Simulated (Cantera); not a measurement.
An adiabatic, constant-volume homogeneous reactor starts with CH4 : O2 : N2 = 1 : 2.67 : 10 (molar parts), at 1025 K and 360000 Pa. Integrator tolerance rtol = 1e-08.

Model: GRI-Mech 3.0 (53 species, 325 reactions), integrated in Cantera.

Question: What does this change do: O2 2.67 to 1.3 parts?

Answer: 
```tsv
quantity	before	after
time of steepest temperature rise	0.149 s	0.409 s
temperature at 2.00 s	2685 K	2199 K
equilibrium temperature	2685 K	2199 K
x(CH4) at 2.00 s	<1e-12 (gas-phase equilibrium <1e-12)	6.61e-11 (gas-phase equilibrium 7.44e-11)
x(O2) at 2.00 s	0.0439 (gas-phase equilibrium 0.0439)	6.25e-7 (gas-phase equilibrium 6.25e-7)
x(NO) at 2.00 s	0.0136 (gas-phase equilibrium 0.0136)	2.16e-5 (gas-phase equilibrium 2.16e-5)
x(N2O) at 2.00 s	2.24e-6 (gas-phase equilibrium 2.24e-6)	3.39e-9 (gas-phase equilibrium 3.39e-9)
x(H2O) at 2.00 s	0.136 (gas-phase equilibrium 0.136)	0.102 (gas-phase equilibrium 0.102)
```

Question: What does this change do: pressure from 360000 Pa to 500000 Pa?

Answer: 
```csv
quantity,before,after
time of steepest temperature rise,0.149 s,0.103 s
temperature at 2.00 s,2685 K,2699 K
equilibrium temperature,2685 K,2699 K
x(CH4) at 2.00 s,<1e-12 (gas-phase equilibrium <1e-12),<1e-12 (gas-phase equilibrium <1e-12)
x(O2) at 2.00 s,0.0439 (gas-phase equilibrium 0.0439),0.0435 (gas-phase equilibrium 0.0435)
x(NO) at 2.00 s,0.0136 (gas-phase equilibrium 0.0136),0.0138 (gas-phase equilibrium 0.0138)
x(N2O) at 2.00 s,2.24e-6 (gas-phase equilibrium 2.24e-6),2.69e-6 (gas-phase equilibrium 2.69e-6)
x(H2O) at 2.00 s,0.136 (gas-phase equilibrium 0.136),0.137 (gas-phase equilibrium 0.137)
```
